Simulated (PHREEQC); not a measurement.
Make-up at 25 °C: 0.0011 mol NaH2PO4 and 0.00021 mol HF per kg of water. Closed to the air; pH follows from the charge balance.

All values are PHREEQC results (ion-association model, phreeqc.dat), not measurements.

| Quantity | Value |
|---|---|
| pH | 3.83 |
| ionic strength | 0.00125 mol/kgw |
| specific conductance | 147 µS/cm |
| total alkalinity | -0.210 meq/kg |

| species | molality | activity | log γ |
|---|---|---|---|
| Na+ | 0.00110 | 0.00106 | -0.017 |
| H2PO4- | 0.00108 | 0.00104 | -0.017 |
| F- | 0.000173 | 0.000167 | -0.017 |
| H+ | 0.000152 | 0.000146 | -0.016 |
| HF | 3.65e-5 | 3.65e-5 | 0.000 |
| H3PO4 | 2.23e-5 | 2.23e-5 | 0.000 |
| HPO4-2 | 5.15e-7 | 4.40e-7 | -0.068 |
| NaF | 1.01e-7 | 1.01e-7 | 0.000 |
| HF2- | 2.43e-8 | 2.33e-8 | -0.017 |

No solid was allowed to form.
